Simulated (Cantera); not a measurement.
Input: 1 mol SiC, 0.2 mol CO2, 45 mol H2, 0.0016 mol O2, equilibrated at 1575 °C and 1 atm.

Method: chemical equilibrium by Gibbs-energy minimisation in Cantera with the NASA 1993 tables (ideal gas, pure condensed phases). Candidate condensed phases: C, C6H6, C7H8, C8H18, H2O, Si, SiC, SiO2; 123 gas species. The numbers say what is thermodynamically allowed, not how fast it happens.

Base state: H2 0.990, CO 0.00659, SiO 0.00228, H 0.000525, CH4 8.88e-5, H2O 1.10e-5 (mole fractions); condensed: SiC(s).

What changes in the equilibrium state with this change: temperature from 1575 °C to 1975 °C?


```
species             before     after
----------------  --------  --------
H2                   0.990     0.983
H                 0.000525   0.00724
CO                 0.00659   0.00676
Si                 1.36e-6  0.000317
SiO                0.00228   0.00208
Si2C               1.86e-8   2.18e-5
SiH                1.36e-6  0.000128
C2H2 (acetylene)   4.70e-6  0.000164
SiH2               9.07e-6  0.000202
SiC(s), mol          0.896     0.873
```
Gases not in the tables: Si2H6 and higher silanes.
